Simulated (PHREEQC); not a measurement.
Ca(OH)2 is added in steps, without added water, to 1 kg of water holding 0.0038 mol KHCO3 and 0.00095 mol Na2HPO4, at 25 °C. Oxygen is held at 0.21 atm. No CO2 enters from the air. Solids allowed: Calcite, Portlandite, Hydroxyapatite, Nahcolite, Natron. Others were left out.

Base run: PHREEQC, ion-association model, wateq4f.dat. Each further column changes one thing. The table gives Ca in solution (mol/kgw).

| Ca(OH)2 added (mol) | base | all activity coefficients set to 1 | metal-ligand complexes left out | Davies equation for every ion | Debye-Hückel limiting law |
|---|---|---|---|---|---|
| 0 | 0 | 0 | 0 | 0 | 0 |
| 0.00088 | 2.19e-6 | 1.94e-6 | 5.90e-7 | 2.20e-6 | 2.25e-6 |
| 0.00154 | 4.24e-6 | 3.33e-6 | 1.61e-6 | 4.27e-6 | 4.44e-6 |
| 0.00242 | 8.89e-6 | 7.34e-6 | 3.10e-6 | 8.95e-6 | 9.25e-6 |
| 0.0033 | 9.35e-6 | 7.56e-6 | 3.64e-6 | 9.43e-6 | 9.76e-6 |
| 0.00396 | 1.08e-5 | 8.33e-6 | 5.07e-6 | 1.09e-5 | 1.13e-5 |
| 0.00484 | 1.84e-5 | 1.26e-5 | 1.26e-5 | 1.86e-5 | 1.96e-5 |
| 0.0055 | 0.000167 | 0.000149 | 0.000160 | 0.000167 | 0.000170 |
| 0.00638 | 0.00101 | 0.00101 | 0.00100 | 0.00101 | 0.00101 |
| 0.00726 | 0.00189 | 0.00188 | 0.00188 | 0.00189 | 0.00189 |
| 0.00792 | 0.00255 | 0.00254 | 0.00254 | 0.00255 | 0.00255 |
| 0.0088 | 0.00342 | 0.00342 | 0.00342 | 0.00342 | 0.00343 |

H3PO4, which wateq4f.dat lacks, is added to it with the constant of phreeqc.dat.
